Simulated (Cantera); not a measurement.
# Adiabatic ignition

An adiabatic, constant-pressure homogeneous reactor starts with H₂ : O₂ : N₂ = 1 : 0.385 : 1.2 (molar parts), equivalence ratio 1.3, at 1225 K and 5.90 bar.

Computed with Cantera and the H2/O2 subset of GRI-Mech 3.0, which has no nitrogen chemistry. The hydrogen kinetics of GRI-Mech 3.0 are dated; newer H2 mechanisms differ, most at raised pressure.

```
t (s)     T (K)   x H₂     x O₂   x H₂O₂      x H    x H₂O    x HO₂     x OH
--------  -----  -----  -------  -------  -------  -------  -------  -------
5.00e-6    1225  0.387    0.149  1.49e-7  3.93e-6  1.31e-5  8.84e-6  2.47e-7
1.39e-5    2701  0.113  0.00740  8.98e-7   0.0440    0.282  1.21e-5   0.0281
3.87e-5    2998  0.109  0.00280  6.93e-7   0.0216    0.312  4.56e-6   0.0204
0.000108   2999  0.109  0.00279  6.93e-7   0.0216    0.312  4.55e-6   0.0204
0.000300   2999  0.109  0.00279  6.93e-7   0.0216    0.312  4.55e-6   0.0204
0.000834   2999  0.109  0.00279  6.93e-7   0.0216    0.312  4.55e-6   0.0204
0.00232    2999  0.109  0.00279  6.93e-7   0.0216    0.312  4.55e-6   0.0204
0.00646    2999  0.109  0.00279  6.93e-7   0.0216    0.312  4.55e-6   0.0204
0.0180     2999  0.109  0.00279  6.93e-7   0.0216    0.312  4.55e-6   0.0204
0.0500     2999  0.109  0.00279  6.93e-7   0.0216    0.312  4.55e-6   0.0204
0.139      2999  0.109  0.00279  6.93e-7   0.0216    0.312  4.55e-6   0.0204
0.387      2999  0.109  0.00279  6.93e-7   0.0216    0.312  4.55e-6   0.0204
1.08       2999  0.109  0.00279  6.93e-7   0.0216    0.312  4.55e-6   0.0204
3.00       2999  0.109  0.00279  6.93e-7   0.0216    0.312  4.55e-6   0.0204
```
x: mole fraction; the columns are a selection and need not sum to one.

The time of steepest temperature rise comes out as 11.3 µs and the temperature at 3.00 s is 2999 K. The equilibrium temperature comes out as 2999 K, the x(H₂) at 3.00 s is 0.109 (gas-phase equilibrium 0.109) and the x(O₂) at 3.00 s is 0.00279 (gas-phase equilibrium 0.00279). The x(H₂O₂) at 3.00 s comes out as 6.93e-7 (gas-phase equilibrium 6.93e-7).
